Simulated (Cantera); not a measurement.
A perfectly stirred reactor is fed with CH4 : CO2 = 1 : 1.4 (molar parts), at 15.8 atm; it is held at 1848 K, and followed from long to short residence time.

Cantera simulation using GRI-Mech 3.0 (53 species, 325 reactions); the numbers are that mechanism's predictions, not measurements. The pressure lies above the range GRI-Mech 3.0 was tuned for (to about 10 atm).

Question: What does this change do: 0.18 parts H2O added?

Answer: 
```json
[
 {"quantity": "x(CH4) at τ = 0.730 s", "before": "0.0122", "after": "0.0106"},
 {"quantity": "x(CO2) at τ = 0.730 s", "before": "0.0316", "after": "0.0382"},
 {"quantity": "x(H2O) at τ = 0.730 s", "before": "0.0869", "after": "0.111"},
 {"quantity": "x(CH3) at τ = 0.730 s", "before": "5.48e-5", "after": "4.74e-5"},
 {"quantity": "x(C2H6) at τ = 0.730 s", "before": "3.80e-6", "after": "2.78e-6"},
 {"quantity": "x(CH4) at τ = 14.0 ms", "before": "0.0437", "after": "0.0426"},
 {"quantity": "x(CO2) at τ = 14.0 ms", "before": "0.106", "after": "0.108"},
 {"quantity": "x(H2O) at τ = 14.0 ms", "before": "0.184", "after": "0.208"},
 {"quantity": "x(CH3) at τ = 14.0 ms", "before": "0.000243", "after": "0.000235"},
 {"quantity": "x(C2H6) at τ = 14.0 ms", "before": "5.96e-5", "after": "5.56e-5"}
]
```

Question: What does this change do: pressure from 15.8 atm to 29.6 atm?

Answer: 
| quantity | before | after |
|---|---|---|
| x(CH4) at τ = 0.730 s | 0.0122 | 0.0151 |
| x(CO2) at τ = 0.730 s | 0.0316 | 0.0312 |
| x(H2O) at τ = 0.730 s | 0.0869 | 0.0853 |
| x(CH3) at τ = 0.730 s | 5.48e-5 | 4.94e-5 |
| x(C2H6) at τ = 0.730 s | 3.80e-6 | 6.22e-6 |
| x(CH4) at τ = 14.0 ms | 0.0437 | 0.0474 |
| x(CO2) at τ = 14.0 ms | 0.106 | 0.0991 |
| x(H2O) at τ = 14.0 ms | 0.184 | 0.177 |
| x(CH3) at τ = 14.0 ms | 0.000243 | 0.000193 |
| x(C2H6) at τ = 14.0 ms | 5.96e-5 | 7.69e-5 |
